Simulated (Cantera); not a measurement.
Cantera with NASA thermochemical tables; ideal gases at 1 bar, condensed phases pure. Values are per mole of reaction as written; species without (g) are pure solids or liquids, kept so even where they would boil at 1 bar. TaC: taken at fixed stoichiometry.

**Question.** Between 300 and 1200 K, where is each reaction favourable under standard conditions?
- TaC + 3 H(g) ⇌ Ta + CH3(g)

**Answer.** 
- TaC + 3 H(g) ⇌ Ta + CH3(g): ΔG° is -318 kJ at 300 K and -155 kJ at 1200 K; it stays negative (K > 1). ΔH° is -391 kJ and ΔS° -196 J/K at 1200 K.
